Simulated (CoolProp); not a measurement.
Vapour-liquid equilibrium of R13 (1) + isobutane (2) at 220.1 K; x and y are mole fractions of (1).

The numbers come from the multi-fluid Helmholtz-energy mixture model, Platzer 1990 and Bücker 2006; pair parameters Bell 2016 in CoolProp. This equation is an older, rougher fit; its heat capacities, sound speeds and derivatives of the liquid may be far off and weren't checked against measurements.

### Question
Give the bubble pressure and the first vapour's composition at x = 0.25, 0.35, 0.65. Is there an azeotrope?

### Answer
x = 0.25: 0.1510 MPa, y = 0.921; x = 0.35: 0.1874 MPa, y = 0.941; x = 0.65: 0.2692 MPa, y = 0.970. No azeotrope shows between x = 0.05 and 0.95.

Pair parameters are fitted to limited data, so mixtures are less certain than the pure fluids. With so large a gap from Raoult's law the liquid may split in two, which this calculation doesn't test in full.
